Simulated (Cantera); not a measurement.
Input (Python, Cantera) and output of one run.

```python
import numpy as np
import cantera as ct

gas_names = """
    H H2O2 NH3
""".split()
cond_names = """
    ZrN(s) ZrN(L) ZrO2(a) ZrO2(b) ZrO2(L)
""".split()


# ... load() reads the species with a 1 bar reference pressure and builds the phases ...
species = {s.name: s for s in load("nasa_gas.yaml", gas_names) + load("nasa_condensed.yaml", cond_names)}
# Each term lists the table entries of one substance; the one whose range holds T is used.
reactions = {
    'H(g) + H2O2(g) + ZrN = ZrO2 + NH3(g)':
        [(-1, ['H']), (-1, ['H2O2']), (-1, ['ZrN(s)', 'ZrN(L)']), (1, ['ZrO2(a)', 'ZrO2(b)', 'ZrO2(L)']), (1, ['NH3'])],
}


def pick(names, T):
    return next(species[n] for n in names if species[n].thermo.min_temp <= T <= species[n].thermo.max_temp)


results = []
for label, terms in reactions.items():
    print(label)
    print("     T/K   dH/kJ  dS/(J/K)   dG/kJ   log10 K")
    for T in [648, 698, 748, 798, 848, 898, 948]:
        used = [(nu, pick(names, T)) for nu, names in terms]
        dH = sum(nu * s.thermo.h(T) for nu, s in used) / 1e6
        dS = sum(nu * s.thermo.s(T) for nu, s in used) / 1e3
        dG = dH - T * dS / 1e3
        logK = -dG * 1e6 / (ct.gas_constant * T * np.log(10))
        results.append((label, T, dH, dS, dG, logK, [s.name for _, s in used]))
        print(f"{T:8g} {dH:8.1f} {dS:8.1f} {dG:8.1f} {logK:8.2f}")
```

It prints:

```
H(g) + H2O2(g) + ZrN = ZrO2 + NH3(g)
     T/K   dH/kJ  dS/(J/K)   dG/kJ   log10 K
     648   -862.9   -152.0   -764.4    61.62
     698   -863.3   -152.6   -756.8    56.63
     748   -863.6   -153.0   -749.1    52.31
     798   -863.9   -153.4   -741.5    48.53
     848   -864.2   -153.7   -733.8    45.20
     898   -864.4   -154.0   -726.1    42.23
     948   -864.6   -154.3   -718.4    39.58
```

Cantera with NASA thermochemical tables; ideal gases at 1 bar, condensed phases pure. ZrN: taken at fixed stoichiometry. Condensed species are held in their standard states even where they would react or evaporate.
